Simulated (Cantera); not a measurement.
Input: 1 mol C₂F₆, 0.083 mol H₂, held at 2148.15 K and 75.0 Torr.

Method: chemical equilibrium by Gibbs-energy minimisation in Cantera with the NASA 1993 tables (ideal gas, pure condensed phases). Candidate condensed phases: C, C₆H₆, C₇H₈, C₈H₁₈; 95 gas species. The feed counts by its element totals alone. The tables' values for C₂F₄ are old estimates; treat these amounts as uncertain. Gases not in the tables: C₂F₆ and larger saturated fluorocarbons. The numbers say what is thermodynamically allowed, not how fast it happens.

Base state: CF₄ 0.775, CF₂ 0.0970, HF 0.0952, F 0.0222, CF₃ 0.0108, CF 0.000203, C₂F₄ 1.46e-5 (mole fractions); condensed: C(graphite).

Question: What changes in the equilibrium state with this change: H₂ from 0.083 to 0.18 mol?

Answer: 
```json
[
 {"species": "CF₄", "before": "0.775", "after": "0.687"},
 {"species": "HF", "before": "0.0952", "after": "0.190"},
 {"species": "CF₂", "before": "0.0970", "after": "0.0913"},
 {"species": "CF₃", "before": "0.0108", "after": "0.00988"},
 {"species": "F", "before": "0.0222", "after": "0.0215"},
 {"species": "C₂F₄", "before": "1.46e-5", "after": "1.29e-5"},
 {"species": "CF", "before": "0.000203", "after": "0.000197"},
 {"species": "C(graphite), mol", "before": "0.462", "after": "0.509"}
]
```
